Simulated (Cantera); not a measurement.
## Stirred combustor or abatement burner

A perfectly stirred reactor is fed with CH₄ : CO : O₂ : N₂ : H₂O = 1 : 0.074 : 1.8 : 4.51 : 0.64 (molar parts), at 1.00 bar; it is adiabatic with a 623 K inlet, and is followed from long to short residence time, starting on the burning branch (τ in s: 0.11, 0.04, 0.015, 0.0055, 0.002, 0.00076, 0.00028, 0.0001, 3.8e-05).

Detailed kinetics in Cantera: GRI-Mech 3.0 (53 species, 325 reactions).

```csv
τ (s),T (K),x CH₄,x CO,x O₂,x N₂O,x NO,x CH₂CO,x OH
0.11,2508,1.09e-6,0.0469,0.00485,1.32e-7,0.00268,5.12e-10,0.00989
0.040,2505,2.90e-6,0.0470,0.00510,1.31e-7,0.00237,1.38e-9,0.0101
0.015,2496,7.21e-6,0.0474,0.00566,1.26e-7,0.00185,3.53e-9,0.0106
0.0055,2474,1.73e-5,0.0483,0.00679,1.16e-7,0.00122,8.95e-9,0.0114
0.0020,2431,3.94e-5,0.0502,0.00877,1.00e-7,0.000724,2.23e-8,0.0127
0.00076,2367,8.53e-5,0.0527,0.0116,8.49e-8,0.000416,5.47e-8,0.0141
0.00028,2285,0.000198,0.0559,0.0153,7.28e-8,0.000233,1.59e-7,0.0151
0.00010,2196,0.000531,0.0606,0.0205,6.48e-8,0.000132,6.70e-7,0.0150
3.8e-5,2096,0.00173,0.0700,0.0309,5.63e-8,6.99e-5,4.79e-6,0.0123
```
x: mole fraction; the columns are a selection and need not sum to one.
